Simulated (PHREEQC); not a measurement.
Consider water at 25 °C with 160 mmol/kgw H3PO4 and 0.81 mmol/kgw K2HPO4. Closed to the air; pH follows from the charge balance.

All values are PHREEQC results (ion-association model, phreeqc.dat), not measurements.

```json
[
 {"quantity": "pH", "before": "1.54", "after": "8.99"},
 {"quantity": "ionic strength (mol/kgw)", "before": "0.0350", "after": "0.00242"},
 {"quantity": "H2PO4- (mol/kgw)", "before": "0.0350", "after": "1.10e-5"},
 {"quantity": "HPO4-2 (mol/kgw)", "before": "1.25e-7", "after": "0.000797"}
]
```

What was changed between the two runs?
A. H3PO4 left out
B. H3PO4 from 0.16 to 0.8 mol/kgw
C. temperature from 25 to 40 °C
D. diluted 100-fold with water
E. K2HPO4 from 0.00081 to 0.00162 mol/kgw

A, H3PO4 left out

This is a speciation only: nothing precipitates in the calculation.
